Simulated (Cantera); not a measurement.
An isothermal, constant-pressure homogeneous reactor starts with 1.23 % C2H4, 98.8 % H2, at 1500 K and 0.0263 atm.

Cantera simulation using GRI-Mech 3.0 (53 species, 325 reactions); the numbers are that mechanism's predictions, not measurements. GRI-Mech 3.0 was tuned for natural gas; its chemistry of ethylene as a main component is partial and can be far from experiment. GRI-Mech 3.0 stops at C3 and has no aromatics, soot or wall deposition, so with more carbon than oxygen in the feed, carbon stays in small species such as C2H2 where larger ones or solid carbon would form. Radical loss at walls, strong at low pressure, is not modelled.

### Question
Predict: x(C2H4) at 2.00 s; x(H2) at 2.00 s; x(C2H) at 2.00 s; x(CH4) at 2.00 s; x(CH3) at 2.00 s.

### Answer
- x(C2H4) at 2.00 s = 9.01e-5 (gas-phase equilibrium 8.14e-5)
- x(H2) at 2.00 s = 0.988 (gas-phase equilibrium 0.987)
- x(C2H) at 2.00 s = 2.02e-9 (gas-phase equilibrium 2.26e-9)
- x(CH4) at 2.00 s = 3.07e-5 (gas-phase equilibrium 0.00232)
- x(CH3) at 2.00 s = 5.53e-8 (gas-phase equilibrium 5.12e-6)
